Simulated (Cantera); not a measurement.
What does this Cantera script print?

```python
import numpy as np
import cantera as ct

gas_names = """
    CS2 C2H6 C2H4
""".split()
cond_names = """
    S(cr1) S(cr2) S(L)
""".split()


# ... load() reads the species with a 1 bar reference pressure and builds the phases ...
species = {s.name: s for s in load("nasa_gas.yaml", gas_names) + load("nasa_condensed.yaml", cond_names)}
# Each term lists the table entries of one substance; the one whose range holds T is used.
reactions = {
    '2 CS2(g) + 2 C2H6(g) = 4 S + 3 C2H4(g)':
        [(-2, ['CS2']), (-2, ['C2H6']), (4, ['S(cr1)', 'S(cr2)', 'S(L)']), (3, ['C2H4'])],
}


def pick(names, T):
    return next(species[n] for n in names if species[n].thermo.min_temp <= T <= species[n].thermo.max_temp)


results = []
for label, terms in reactions.items():
    print(label)
    print("     T/K   dH/kJ  dS/(J/K)   dG/kJ   log10 K")
    for T in [300, 598, 623, 648, 673, 698, 723, 748, 773, 798, 823]:
        used = [(nu, pick(names, T)) for nu, names in terms]
        dH = sum(nu * s.thermo.h(T) for nu, s in used) / 1e6
        dS = sum(nu * s.thermo.s(T) for nu, s in used) / 1e3
        dG = dH - T * dS / 1e3
        logK = -dG * 1e6 / (ct.gas_constant * T * np.log(10))
        results.append((label, T, dH, dS, dG, logK, [s.name for _, s in used]))
        print(f"{T:8g} {dH:8.1f} {dS:8.1f} {dG:8.1f} {logK:8.2f}")
```

Result:

```
2 CS2(g) + 2 C2H6(g) = 4 S + 3 C2H4(g)
     T/K   dH/kJ  dS/(J/K)   dG/kJ   log10 K
     300     91.4   -148.0    135.8   -23.64
     598    119.0    -84.6    169.6   -14.82
     623    120.7    -81.9    171.7   -14.40
     648    122.1    -79.7    173.7   -14.00
     673    123.4    -77.7    175.7   -13.64
     698    124.6    -75.9    177.6   -13.29
     723    125.7    -74.4    179.5   -12.97
     748    126.8    -72.9    181.3   -12.66
     773    127.9    -71.5    183.1   -12.38
     798    129.0    -70.1    184.9   -12.10
     823    130.1    -68.7    186.6   -11.85
```

Standard-state values (1 bar) from the NASA 1993 polynomials, evaluated with Cantera. Condensed species are held in their standard states even where they would react or evaporate.
